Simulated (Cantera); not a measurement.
An adiabatic, constant-pressure homogeneous reactor starts with CH4 : H2 : O2 : N2 = 1 : 0.5 : 0.9 : 3.38 (molar parts), equivalence ratio 2.5, at 1675 K and 12.0 bar. Integrator tolerance rtol = 1e-08.

Cantera simulation using GRI-Mech 3.0 (53 species, 325 reactions); the numbers are that mechanism's predictions, not measurements. The pressure lies above the range GRI-Mech 3.0 was tuned for (to about 10 atm).

```json
[
 {"quantity": "time of steepest temperature rise", "before": "19.3 µs", "after": "16.6 µs"},
 {"quantity": "temperature at 3.00 s", "before": "2529 K", "after": "2798 K"},
 {"quantity": "equilibrium temperature", "before": "2529 K", "after": "2798 K"},
 {"quantity": "x(CH4) at 3.00 s", "before": "8.49e-9 (gas-phase equilibrium 9.59e-9)", "after": "1.27e-8 (gas-phase equilibrium 1.42e-8)"},
 {"quantity": "x(H2) at 3.00 s", "before": "0.254 (gas-phase equilibrium 0.254)", "after": "0.251 (gas-phase equilibrium 0.251)"},
 {"quantity": "x(O2) at 3.00 s", "before": "6.96e-7 (gas-phase equilibrium 6.96e-7)", "after": "3.55e-6 (gas-phase equilibrium 3.55e-6)"},
 {"quantity": "x(CH2CO) at 3.00 s", "before": "1.12e-11 (gas-phase equilibrium 1.26e-11)", "after": "3.32e-11 (gas-phase equilibrium 3.70e-11)"},
 {"quantity": "x(CO) at 3.00 s", "before": "0.136 (gas-phase equilibrium 0.136)", "after": "0.136 (gas-phase equilibrium 0.136)"},
 {"quantity": "x(O) at 3.00 s", "before": "4.04e-6 (gas-phase equilibrium 4.04e-6)", "after": "2.09e-5 (gas-phase equilibrium 2.09e-5)"}
]
```

Which change was made?
(A) pressure from 12.0 bar to 10.0 bar
(B) pressure from 12.0 bar to 1.01 bar
(C) constant volume in place of constant pressure
(D) initial temperature 1675 to 1150 K

C, constant volume in place of constant pressure
